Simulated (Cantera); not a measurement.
Feed: 1 mol SiHCl₃, 0.011 mol C₂H₄, 13 mol H₂, held at 2000 °C and 0.190 bar.

These are equilibrium values from Cantera (NASA tables, ideal gas, pure condensed phases), not measurements of a reactor. Candidate condensed phases: C, C₆H₆, C₇H₈, C₈H₁₈, Si, SiC; 109 gas species. Mutual solubility and eutectic melting of coexisting phases are not modelled. The tables' values for SiCl, SiCl₃ are old estimates; treat these amounts as uncertain. Gases not in the tables: Si₂H₆ and higher silanes. The numbers say what is thermodynamically allowed, not how fast it happens.

Base state: H₂ 0.815, HCl 0.124, SiCl₂ 0.0340, H 0.0174, Si 0.00385, SiCl 0.00215, Cl 0.00191, SiH 0.000584 (mole fractions); condensed: Si(l) + SiC(s).

**Question.** What changes in the equilibrium state with this change: pressure from 0.190 bar to 0.420 bar?

**Answer.** 
| species | before | after |
|---|---|---|
| H₂ | 0.815 | 0.823 |
| HCl | 0.124 | 0.125 |
| SiCl₂ | 0.0340 | 0.0344 |
| H | 0.0174 | 0.0118 |
| Si | 0.00385 | 0.00174 |
| Si₃ | 1.34e-5 | 6.06e-6 |
| Si₂C | 0.000287 | 0.000130 |
| Si₂ | 7.08e-5 | 3.20e-5 |
| SiCl₃ | 0.000202 | 0.000305 |
| SiH | 0.000584 | 0.000395 |
| Si(l), mol | 0.346 | 0.391 |
| SiC(s), mol | 0.0156 | 0.0181 |
